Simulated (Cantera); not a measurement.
Cantera run, input and output.

```python
import numpy as np
import cantera as ct

gas = ct.Solution("gri30.yaml")
gas.TPX = 400, 230000, {'CH4': 1, 'CO': 0.18, 'O2': 2.58, 'N2': 9.7}
flame = ct.FreeFlame(gas, width=0.022)
flame.set_refine_criteria(ratio=3, slope=0.08, curve=0.16)
flame.transport_model = "mixture-averaged"
flame.solve(loglevel=0, auto=True)
z, T = flame.grid, flame.T
thick = (T[-1] - T[0]) / np.gradient(T, z).max()
show = ['CH4', 'CO', 'O2', 'C2H', 'CH2', 'NO']
print(f"laminar burning velocity  {flame.velocity[0] * 100:.3f} cm/s")
print(f"burnt temperature         {T[-1]:.1f} K")
print(f"thermal thickness         {thick * 1e3:.4f} mm")
print(f"grid points               {len(z)}")
z0 = z[flame.heat_release_rate.argmax()]
print(f"{'z/mm':>9s}{'T/K':>9s}{'u/(m/s)':>9s}" + "".join(f"{s:>11s}" for s in show))
rows = []
for k in (-3, -2, -1.5, -1, -0.5, -0.25, 0, 0.25, 0.5, 1, 2, 4, 8):
    zz = z0 + k * thick
    rows.append([k * thick, np.interp(zz, z, T), np.interp(zz, z, flame.velocity),
                 *(np.interp(zz, z, flame.X[gas.species_index(s)]) for s in show)])
    print(f"{rows[-1][0] * 1e3:9.3f}{rows[-1][1]:9.1f}{rows[-1][2]:9.3f}" + "".join(f"{x:11.3e}" for x in rows[-1][3:]))
```

Result:

```
laminar burning velocity  36.070 cm/s
burnt temperature         2102.4 K
thermal thickness         0.2477 mm
grid points               147
     z/mm      T/K  u/(m/s)        CH4         CO         O2        C2H        CH2         NO
   -0.743    400.4    0.361  7.423e-02  1.337e-02  1.916e-01  2.292e-29  2.703e-20  1.202e-10
   -0.495    403.0    0.364  7.401e-02  1.339e-02  1.913e-01  1.672e-26  1.209e-17  1.058e-09
   -0.372    414.4    0.375  7.327e-02  1.351e-02  1.904e-01  5.997e-24  1.762e-15  5.936e-09
   -0.248    491.0    0.445  6.891e-02  1.455e-02  1.850e-01  6.157e-20  1.173e-12  6.232e-08
   -0.124    895.1    0.819  4.710e-02  2.172e-02  1.519e-01  2.973e-13  1.509e-08  1.148e-06
   -0.062   1286.2    1.181  2.525e-02  3.000e-02  1.151e-01  2.570e-10  1.327e-06  2.972e-06
    0.000   1660.7    1.525  5.049e-03  3.538e-02  7.392e-02  2.203e-08  1.725e-05  5.543e-06
    0.062   1818.6    1.662  2.085e-04  2.653e-02  5.297e-02  7.214e-09  2.909e-06  8.529e-06
    0.124   1885.9    1.715  4.834e-06  1.758e-02  4.647e-02  1.449e-10  9.492e-08  1.079e-05
    0.248   1964.0    1.776  3.718e-09  9.879e-03  4.203e-02  4.321e-14  1.010e-10  1.399e-05
    0.495   2033.1    1.832  4.275e-14  5.358e-03  3.924e-02  1.876e-19  3.749e-15  1.814e-05
    0.991   2077.5    1.867  2.077e-17  2.598e-03  3.771e-02  1.241e-23  4.207e-17  2.279e-05
    1.982   2097.3    1.882  1.479e-18  1.259e-03  3.710e-02  3.339e-25  1.409e-18  2.770e-05
```

Detailed kinetics in Cantera: GRI-Mech 3.0 (53 species, 325 reactions). Burning velocities carry a grid error of a few per cent, more on coarse grids.
